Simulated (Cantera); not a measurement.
What does this Cantera script print?

```python
import numpy as np
import cantera as ct

gas_names = """
    C CH CH2 CH3 CH2OH CH3O CH4 CH3OH CN CO CO2 COOH C2 C2H CHCO,ketyl C2H2,acetylene C2H2,vinylidene
    CH2CO,ketene C2H3,vinyl CH3CN CH3CO,acetyl C2H4 C2H4O,ethylen CH3CHO,ethanal CH3COOH (HCOOH)2 C2H5
    C2H6 CH3OCH3 C2H5OH CCN CNC C2N2 C2O C3 C3H3,propargyl C3H4,allene C3H4,propyne C3H4,cyclo-
    C3H5,allyl C3H6,propylene C3H6,cyclo- C3H6O C3H7,n-propyl C3H7,i-propyl C3H8 C3H8O,1propanol
    C3H8O,2propanol C3O2 C4 C4H2 C4H4,1,3-cyclo- C4H6,butadiene C4H6,2-butyne C4H6,cyclo- C4H8,1-butene
    C4H8,cis2-buten C4H8,tr2-butene C4H8,isobutene C4H8,cyclo- (CH3COOH)2 C4H9,n-butyl C4H9,i-butyl
    C4H9,s-butyl C4H9,t-butyl C4H10,isobutane C4H10,n-butane C4N2 C5 C5H6,1,3cyclo- C5H8,cyclo-
    C5H10,1-pentene C5H10,cyclo- C5H11,pentyl C5H11,t-pentyl C5H12,n-pentane C5H12,i-pentane
    CH3C(CH3)2CH3 C6H2 C6H5,phenyl C6H5O,phenoxy C6H6 C6H5OH,phenol C6H10,cyclo- C6H12,1-hexene
    C6H12,cyclo- C6H13,n-hexyl C7H7,benzyl C7H8 C7H8O,cresol C7H14,1-heptene C7H15,n-heptyl
    C7H16,n-heptane C8H8,styrene C8H10,ethylbenz C8H16,1-octene C8H17,n-octyl C8H18,isooctane
    C8H18,n-octane C9H19,n-nonyl C10H8,naphthale C10H21,n-decyl C12H9,o-bipheny C12H10,bipheny H HCN HCO
    HCCN HNC HNCO HNO HNO2 HNO3 HO2 H2 HCHO,formaldehy HCOOH H2O H2O2 N NCO NH NH2 NH3 NH2OH NO NO2 NO3
    N2 N2H2 N2H4 N2O O OH O2 O3
""".split()
cond_names = """
    C(gr) C6H6(L) C7H8(L) C8H18(L),n-octa H2O(s) H2O(L)
""".split()


def load(file, names, dense=False):
    # The tables refer to 1 bar. Condensed volumes are neglected.
    table = {s.name: s for s in ct.Species.list_from_file(file)}
    out = []
    for n in names:
        d = dict(table[n].input_data)
        d["thermo"] = dict(d["thermo"], **{"reference-pressure": 1e5})
        if dense:
            d["equation-of-state"] = {"model": "constant-volume", "density": "1e6 g/cm^3"}
        out.append(ct.Species.from_dict(d))
    return out


gas = ct.Solution(thermo="ideal-gas", species=load("nasa_gas.yaml", gas_names))
cond = {s.name: ct.Solution(thermo="fixed-stoichiometry", species=[s], name=s.name)
        for s in load("nasa_condensed.yaml", cond_names, dense=True)}
atoms = {
    'n-butane': {'C': 4, 'H': 10},
    'H2O': {'H': 2, 'O': 1},
    'N2': {'N': 2},
}
top_T = {'C(gr)': 4500}  # K; cautious upper limits of use, not melting points


def equilibrate(T, P, feed):
    n = {}
    for name, mol in feed.items():
        for a, k in atoms[name].items():
            n[a] = n.get(a, 0.0) + k * mol
    gas.TPX = T, P, n
    mass = sum(n.values()) * gas.mean_molecular_weight
    gas.equilibrate("TP")
    valid = [c for c in cond.values() if c.min_temp <= T <= top_T.get(c.name, c.max_temp)]
    mix = ct.Mixture([(gas, mass / gas.mean_molecular_weight)] + [(c, 0.0) for c in valid])
    mix.T, mix.P = T, P
    mix.equilibrate("TP", solver="vcs", rtol=1e-11, max_steps=5000)
    return mix


results = []
feed = {'n-butane': 1, 'H2O': 4.5, 'N2': 26}  # mol
T = 1650  # K
P = 13332.2  # Pa
mix = equilibrate(T, P, feed)
results.append((T, P, feed, dict(zip(mix.species_names, mix.species_moles))))
print(gas.report(threshold=1e-05))
for i in range(1, mix.n_phases):
    print(f"{mix.phase(i).name:16s} {mix.phase_moles(i):12.5e} mol")
```

Result:

```
       temperature   1650 K
          pressure   13332 Pa
           density   0.021343 kg/m^3
  mean mol. weight   21.962 kg/kmol
   phase of matter   gas

                          1 kg             1 kmol
                     ---------------   ---------------
          enthalpy        1.3205e+06        2.9001e+07  J
   internal energy        6.9584e+05        1.5282e+07  J
           entropy             11648        2.5581e+05  J/K
    Gibbs function       -1.7898e+07       -3.9308e+08  J
 heat capacity c_p            1589.7             34912  J/K
 heat capacity c_v            1211.1             26598  J/K

                      mass frac. Y      mole frac. X     chem. pot. / RT
                     ---------------   ---------------   ---------------
                CO           0.12722           0.09975           -39.442
               CO2         0.0030253         0.0015097           -67.868
                 H        5.4679e-06        0.00011913           -11.186
                H2          0.021047           0.22928           -22.373
               H2O         0.0091442          0.011148           -50.798
                N2           0.83956           0.65819           -28.743
     [ +130 minor]        8.3713e-07          9.57e-07

C(gr)             0.00000e+00 mol
```

These are equilibrium values from Cantera (NASA tables, ideal gas, pure condensed phases), not measurements of a reactor.
